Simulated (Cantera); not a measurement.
# Premixed flame

A freely propagating, adiabatic, planar premixed flame of 53.4 % H2, 7.48 % O2, 35.6 % N2, 3.42 % H2O, equivalence ratio 3.6, unburnt at 348 K and 1.01 bar; mixture-averaged transport, grid criteria slope 0.08 and curve 0.16, no radiation.

Model: the H2/O2 subset of GRI-Mech 3.0, which has no nitrogen chemistry, integrated in Cantera. Burning velocities carry a grid error of a few per cent, more on coarse grids.

```csv
z (mm),T (K),u (m/s),x H2,x O2,x H2O,x HO2,x H2O2,x OH
-1.34,348,1.63,0.534,0.0748,0.0342,<1e-8,<1e-8,<1e-8
-0.895,348,1.63,0.534,0.0748,0.0342,<1e-8,<1e-8,<1e-8
-0.671,349,1.63,0.534,0.0749,0.0342,7.76e-8,1.76e-8,<1e-8
-0.447,353,1.65,0.533,0.0751,0.0344,1.54e-6,3.50e-7,<1e-8
-0.224,451,2.06,0.519,0.0754,0.0396,0.000238,3.93e-5,1.89e-5
-0.112,699,3.12,0.493,0.0668,0.0642,0.000197,4.22e-5,0.000176
0,976,4.28,0.459,0.0484,0.105,8.06e-5,6.80e-6,0.000199
0.112,1169,5.11,0.428,0.0263,0.148,3.52e-5,4.62e-7,0.000271
0.224,1275,5.58,0.409,0.0109,0.176,1.35e-5,1.29e-7,0.000266
0.447,1359,5.94,0.400,0.00150,0.194,1.72e-6,3.79e-8,0.000212
0.895,1417,6.18,0.402,6.14e-5,0.197,6.62e-8,1.87e-8,0.000182
1.79,1464,6.36,0.406,1.38e-6,0.198,<1e-8,1.13e-8,0.000139
3.58,1496,6.48,0.409,3.13e-7,0.199,<1e-8,<1e-8,9.18e-5
```
x: mole fraction of selected species; z is measured from the peak of heat release.

| Property | Value |
|---|---|
| laminar burning velocity | 163 cm/s |
| thermal thickness | 0.447 mm |
| peak x(HO2) | 0.000314 |
| peak x(H2O2) | 5.47e-5 |
| peak x(OH) | 0.000279 |
| grid points | 113 |
